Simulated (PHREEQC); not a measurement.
PHREEQC input (Pitzer model, pitzer.dat):

```
SOLUTION 1
  temp 25
  units mol/kgw
  pH 7 charge
  C(4) 0.2
  K 0.554
  S(6) 0.042
  Cl 0.26
END
USE solution 1
INCREMENTAL_REACTIONS false
REACTION 1
  H2O -1
  0 9.886 18.011 24.689 30.178 34.689 38.397 41.444
  43.949 46.007 47.699 49.089 50.232 51.172 51.944 52.578
  53.1 53.528 53.88 54.17 54.408 54.603 54.764 54.896
  55.005 55.094 55.168 55.228 moles
EQUILIBRIUM_PHASES 1
  Arcanite 0 0
  Kalicinite 0 0
  Misenite 0 0
  Sylvite 0 0
SELECTED_OUTPUT 1
  -reset false
  -pH true
  -pe true
  -ionic_strength true
  -water true
  -activities H2O
  -totals C Cl K S
  -molalities H+ K+ Cl- CO3-2 SO4-2 OH- HCO3- CO2 HSO4-
  -equilibrium_phases Arcanite Kalicinite Misenite Sylvite
PRINT
  -reset false
END
```

Selected output (columns that matter, 22 of 28 rows; water left (kg) added in front):

```
water left (kg)	pH	mu	C	Cl	K	S	m_H+	m_K+	m_Cl-	m_CO3-2	la_H2O	Arcanite	Kalicinite	Sylvite
1	8.5065	0.60677	0.2	0.26	0.554	0.042	4.9527e-09	0.554	0.26	0.010775	-0.007208	0	0	0
0.821894	8.4774	0.7383	0.24334	0.31634	0.67405	0.051101	5.3789e-09	0.67405	0.31634	0.013143	-0.0087365	0	0	0
0.555204	8.4172	1.093	0.36023	0.4683	0.99783	0.075648	6.2939e-09	0.99783	0.4683	0.019553	-0.012855	0	0	0
0.456315	8.3865	1.33	0.43829	0.56978	1.2141	0.092042	6.7533e-09	1.2141	0.56978	0.023843	-0.01561	0	0	0
0.375045	8.356	1.6182	0.53327	0.69325	1.4772	0.11199	7.1763e-09	1.4772	0.69325	0.029065	-0.018975	0	0	0
0.308242	8.3264	1.9689	0.64884	0.84349	1.7973	0.13626	7.5148e-09	1.7973	0.84349	0.035409	-0.023096	0	0	0
0.208217	8.2751	2.9148	0.96054	1.2487	2.6607	0.20171	7.6474e-09	2.6607	1.2487	0.052375	-0.034377	0	0	0
0.17114	8.2518	3.3944	1.1686	1.5192	3.1359	0.19479	7.5166e-09	3.1359	1.5192	0.063709	-0.041284	0.0086644	0	0
0.140657	8.2309	3.9201	1.4219	1.8485	3.6756	0.16705	7.3335e-09	3.6756	1.8485	0.07745	-0.049485	0.018503	0	0
0.0950201	8.222	5.4195	2.1048	2.7363	5.1862	0.11996	6.3176e-09	5.1862	2.7363	0.11328	-0.072101	0.030601	0	0
0.0780796	8.3275	5.9323	2.038	3.3299	5.6975	0.10075	4.3354e-09	5.6975	3.3299	0.13398	-0.081017	0.034133	0.040873	0
0.0641674	8.4633	6.3557	1.8812	3.9052	6.1114	0.084587	2.7927e-09	6.1114	3.9052	0.15973	-0.0889	0.036572	0.07929	0.0094153
0.0527438	8.5533	6.42	1.9105	3.8779	6.1442	0.083101	2.3276e-09	6.1442	3.8779	0.19273	-0.089186	0.037617	0.099234	0.055466
0.0356269	8.7429	6.5956	1.9909	3.8038	6.2337	0.079171	1.6099e-09	6.2337	3.8038	0.28267	-0.090004	0.039179	0.12907	0.12448
0.0292848	8.8425	6.7138	2.045	3.7543	6.2941	0.076638	1.3383e-09	6.2941	3.7543	0.34303	-0.090582	0.039756	0.14011	0.15006
0.0240598	8.9463	6.8587	2.1111	3.6942	6.3683	0.073652	1.1122e-09	6.3683	3.6942	0.41683	-0.091319	0.040228	0.14921	0.17112
0.0162586	9.1673	7.2521	2.2885	3.5342	6.5702	0.066187	7.6929e-10	6.5702	3.5342	0.61575	-0.093468	0.040924	0.16279	0.20254
0.0133579	9.2872	7.518	2.4068	3.4286	6.7073	0.061621	6.3909e-10	6.7073	3.4286	0.74912	-0.095041	0.041177	0.16785	0.2142
0.0109798	9.4144	7.8434	2.5496	3.3024	6.8758	0.056501	5.3022e-10	6.8758	3.3024	0.91112	-0.097096	0.04138	0.17201	0.22374
0.009016	9.5517	8.2451	2.7233	3.1509	7.085	0.050811	4.3786e-10	7.085	3.1509	1.1094	-0.099829	0.041542	0.17545	0.23159
0.00607936	9.8634	9.3503	3.1864	2.7597	7.6672	0.038109	2.9129e-10	7.6672	2.7597	1.645	-0.10843	0.041768	0.18063	0.24322
0.00499839	10.042	10.101	3.4898	2.5153	8.0686	0.031432	2.3238e-10	8.0686	2.5153	2.0007	-0.11515	0.041843	0.18256	0.24743
```

Complexes and solids missing from the database can't appear.
